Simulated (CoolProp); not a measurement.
Saturation properties of R134a (Tc = 374.2 K, pc = 4.059 MPa, ω = 0.327).

The numbers come from the reference Helmholtz-energy equation of state, Tillner-Roth 1994 in CoolProp.

| T (K) | p (MPa) | vapour density (kg/m³) |
|---|---|---|
| 235.9 | 0.05904 | 3.165 |
| 238.6 | 0.06764 | 3.596 |
| 241.3 | 0.07722 | 4.072 |
| 244 | 0.08784 | 4.597 |
| 246.6 | 0.09914 | 5.151 |
| 249.3 | 0.1121 | 5.782 |
| 252 | 0.1263 | 6.472 |
| 254.7 | 0.1419 | 7.225 |
| 257.4 | 0.1589 | 8.046 |
| 260.1 | 0.1776 | 8.940 |
| 262.8 | 0.1978 | 9.910 |
| 265.5 | 0.2199 | 10.96 |
| 268.2 | 0.2438 | 12.10 |
| 270.9 | 0.2697 | 13.33 |
| 273.5 | 0.2965 | 14.61 |

It boils at 247.1 K under 1 atm.
